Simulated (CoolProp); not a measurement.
Properties of dimethyl ether along the isobar 54.8 bar (Tc = 127.2 °C, pc = 53.37 bar, ω = 0.196).

The numbers come from the reference Helmholtz-energy equation of state, Wu 2011 in CoolProp.

```csv
T (°C),phase,density (kg/m³),fugacity coefficient
121.55,liquid,430.7,0.6029
136.05,supercritical,150.9,0.6725
150.55,supercritical,118.0,0.7120
164.95,supercritical,102.8,0.7434
179.45,supercritical,92.92,0.7699
193.95,supercritical,85.65,0.7927
208.45,supercritical,79.95,0.8125
222.85,supercritical,75.31,0.8297
237.35,supercritical,71.36,0.8452
251.85,supercritical,67.96,0.8589
```
